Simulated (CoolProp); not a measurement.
Vapour-liquid equilibrium of m-xylene (1) + n-decane (2) at 0.893 MPa; x and y are mole fractions of (1).

Computed with CoolProp (multi-fluid Helmholtz-energy mixture model, Zhou 2012 and Lemmon 2006; pair parameters Bell 2016).

```csv
x,"bubble temperature, mixture model (°C)","bubble temperature, Raoult's law (°C)","y, mixture model","y, Raoult's law"
0.05,282.1,281.9,0.074,0.089
0.2,274.8,274.4,0.279,0.319
0.35,268.1,267.5,0.457,0.505
0.5,261.9,261.2,0.613,0.657
0.65,256.1,255.5,0.749,0.782
0.8,250.6,250.2,0.867,0.887
0.95,245.5,245.4,0.969,0.974
```

The largest gap from Raoult's law is +0.7 K in bubble temperature, at x = 0.5. No azeotrope shows between x = 0.05 and 0.95.

The pair parameters rest on a limited set of measurements; away from them the model extrapolates.
